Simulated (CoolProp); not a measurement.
Properties of trans-2-butene along the isobar 209 bar (Tc = 428.6 K, pc = 40.19 bar, ω = 0.210).

Values from CoolProp's reference Helmholtz-energy equation of state, Lemmon 2005. It is a short technical equation, of lower accuracy than the large ones.

| T (K) | phase | cp (kJ/(kg K)) | isothermal compressibility (1/MPa) |
|---|---|---|---|
| 238.7 | liquid | 2.061 | 0.001072 |
| 257.2 | liquid | 2.108 | 0.001247 |
| 275.7 | liquid | 2.161 | 0.001456 |
| 294.2 | liquid | 2.220 | 0.001709 |
| 312.7 | liquid | 2.283 | 0.002017 |
| 331.2 | liquid | 2.351 | 0.002397 |
| 349.7 | liquid | 2.423 | 0.002867 |
| 368.2 | liquid | 2.497 | 0.003455 |
| 386.7 | liquid | 2.574 | 0.004197 |
| 405.2 | liquid | 2.652 | 0.005134 |
| 423.7 | liquid | 2.731 | 0.006323 |
